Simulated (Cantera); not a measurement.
Input: 1 mol Si3N4, 0.11 mol O2, 51 mol H2, equilibrated at 20.0 Pa.

Method: chemical equilibrium by Gibbs-energy minimisation in Cantera with the NASA 1993 tables (ideal gas, pure condensed phases). Candidate condensed phases: H2O, Si, SiO2, Si2N2O, Si3N4; 35 gas species. Equilibrium is a limit: real reactors are often held back by kinetics, nucleation or transport.

Question: At 1525 K, list the 5 most abundant gas species with their mole fractions, and the condensed phases.

Answer: H2 0.957, N2 0.0375, SiO 0.00413, H 0.00164, Si 9.44e-5. Condensed: Si(s).
